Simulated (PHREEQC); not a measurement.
NaOH is added in steps, without added water, to 1 kg of water holding 0.0026 mol HNO3, 0.00019 mol FeCl3 and 0.061 mol CuCl2, at 25 °C. Oxygen is held at 0.21 atm. CO2 from the air is kept out. Precipitation was switched off in this run.

Base run: PHREEQC, ion-association model, wateq4f.dat. Each further column changes one thing. The table gives Cu+2 (mol/kgw).

| NaOH added (mol) | base | FeCl3 replaced by NaCl at the same molality | FeCl3 from 0.00019 to 9.5e-05 mol/kgw | CuCl2 from 0.061 to 0.0305 mol/kgw | solids may form |
|---|---|---|---|---|---|
| 0 | 0.0550 | 0.0550 | 0.0550 | 0.0286 | 0.0550 |
| 0.0105 | 0.0482 | 0.0479 | 0.0480 | 0.0216 | 0.0505 |
| 0.021 | 0.0387 | 0.0384 | 0.0386 | 0.0120 | 0.0443 |
| 0.0315 | 0.0294 | 0.0290 | 0.0292 | 0.00342 | 0.0380 |
| 0.042 | 0.0201 | 0.0197 | 0.0199 | 0.000514 | 0.0317 |
| 0.0525 | 0.0111 | 0.0108 | 0.0110 | 0.000131 | 0.0254 |
| 0.063 | 0.00373 | ___ | 0.00361 | 9.06e-6 | 0.0191 |
| 0.077 | 0.000730 | 0.000697 | 0.000713 | 5.36e-12 | 0.0106 |
| 0.0875 | 0.000334 | 0.000322 | 0.000328 | ___ | 0.00432 |
| 0.098 | 0.000169 | 0.000163 | 0.000166 | 8.52e-13 | ___ |
| 0.1085 | 7.98e-5 | 7.59e-5 | ___ | 5.01e-13 | 2.28e-9 |
| 0.119 | 2.42e-5 | ___ | 2.28e-5 | ___ | 1.97e-9 |
| 0.1295 | 1.72e-10 | 1.24e-10 | 1.45e-10 | 2.19e-13 | 1.14e-14 |
| 0.14 | 1.61e-11 | 1.47e-11 | 1.54e-11 | ___ | 0 |

Question: Fill in the missing entries.

Answer: 
- 0.063, FeCl3 replaced by NaCl at the same molality: 0.00349
- 0.0875, CuCl2 from 0.061 to 0.0305 mol/kgw: 1.73e-12
- 0.098, solids may form: 2.68e-9
- 0.1085, FeCl3 from 0.00019 to 9.5e-05 mol/kgw: 7.78e-5
- 0.119, FeCl3 replaced by NaCl at the same molality: 2.14e-5
- 0.119, CuCl2 from 0.061 to 0.0305 mol/kgw: 3.22e-13
- 0.14, CuCl2 from 0.061 to 0.0305 mol/kgw: 1.55e-13

In at least one series the solution becomes supersaturated in solids that the run did not let form, among them Hematite, Cu(OH)2, Atacamite, Cu2(OH)3NO3. The database's constant for dissolved Cu(OH)2 is higher than later reviews accept. Solids allowed in the column 'solids may form': Hematite, Cu(OH)2, Atacamite, Cu2(OH)3NO3, Halite.
